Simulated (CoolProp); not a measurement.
Vapour-liquid equilibrium of R21 (1) + ethanol (2) at 418.5 K; x and y are mole fractions of (1).

Model: multi-fluid Helmholtz-energy mixture model, Platzer 1990 and Schroeder 2014; pair parameters Bell 2016, in CoolProp. This equation is an older, rougher fit; its heat capacities, sound speeds and derivatives of the liquid may be far off and weren't checked against measurements.

### Question
Give the bubble pressure and the first vapour's composition at x = 0.125, 0.425, 0.575. Is there an azeotrope?

### Answer
x = 0.125: 2.082 MPa, y = 0.565; x = 0.425: 2.895 MPa, y = 0.697; x = 0.575: 3.023 MPa, y = 0.725. y crosses x between x = 0.8 and 0.875: the model has an azeotrope there.

Pair parameters are fitted to limited data, so mixtures are less certain than the pure fluids. With so large a gap from Raoult's law the liquid may split in two, which this calculation doesn't test in full.
